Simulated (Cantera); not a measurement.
Feed: 1 mol C2F6, at 75.0 Torr.

These are equilibrium values from Cantera (NASA tables, ideal gas, pure condensed phases), not measurements of a reactor. Candidate condensed phases: C; 13 gas species. The feed counts by its element totals alone. The tables' values for C2F4 are old estimates; treat these amounts as uncertain. Gases not in the tables: C2F6 and larger saturated fluorocarbons. Kinetics and transport are ignored.

log p: log10 of the partial pressure in bar; n: condensed amount in mol.

```json
[
 {"T (°C)": "1777", "log p CF4": "-1.03", "log p F": "-3.00", "log p CF2": "-2.29", "log p CF3": "-3.17", "log p CF": "-5.23", "n C(graphite)": "(withheld)"},
 {"T (°C)": "1877", "log p CF4": "-1.06", "log p F": "-2.64", "log p CF2": "-1.98", "log p CF3": "-2.93", "log p CF": "-4.67", "n C(graphite)": "(withheld)"},
 {"T (°C)": "1977", "log p CF4": "-1.13", "log p F": "-2.31", "log p CF2": "-1.72", "log p CF3": "-2.73", "log p CF": "-4.17", "n C(graphite)": "(withheld)"},
 {"T (°C)": "2077", "log p CF4": "-1.24", "log p F": "-2.02", "log p CF2": "-1.51", "log p CF3": "-2.60", "log p CF": "-3.72", "n C(graphite)": "(withheld)"},
 {"T (°C)": "2177", "log p CF4": "-1.44", "log p F": "-1.78", "log p CF2": "-1.36", "log p CF3": "-2.54", "log p CF": "-3.34", "n C(graphite)": "(withheld)"},
 {"T (°C)": "2277", "log p CF4": "-1.68", "log p F": "-1.55", "log p CF2": "-1.32", "log p CF3": "-2.57", "log p CF": "-3.10", "n C(graphite)": "0"},
 {"T (°C)": "2377", "log p CF4": "-2.07", "log p F": "-1.39", "log p CF2": "-1.33", "log p CF3": "-2.70", "log p CF": "-2.87", "n C(graphite)": "0"},
 {"T (°C)": "2477", "log p CF4": "-2.59", "log p F": "-1.32", "log p CF2": "-1.34", "log p CF3": "-2.91", "log p CF": "-2.57", "n C(graphite)": "0"}
]
```

Problem. Complete the blanks.

Solution. 
- 1777, n C(graphite): 0.462
- 1877, n C(graphite): 0.421
- 1977, n C(graphite): 0.347
- 2077, n C(graphite): 0.228
- 2177, n C(graphite): 0.0635
